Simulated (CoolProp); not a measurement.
Vapour-liquid equilibrium of ethanol (1) + ethylbenzene (2) at 9.98 bar; x and y are mole fractions of (1).

The numbers come from the multi-fluid Helmholtz-energy mixture model, Schroeder 2014 and Zhou 2012; pair parameters Bell 2016 in CoolProp.

**Question.** Give the bubble temperature and the first vapour's composition at x = 0.05, 0.275, 0.95. Is there an azeotrope?

**Answer.** x = 0.05: 493.4 K, y = 0.349; x = 0.275: 447.1 K, y = 0.757; x = 0.95: 424.8 K, y = 0.973. No azeotrope shows between x = 0.05 and 0.95.

The pair parameters rest on a limited set of measurements; away from them the model extrapolates.
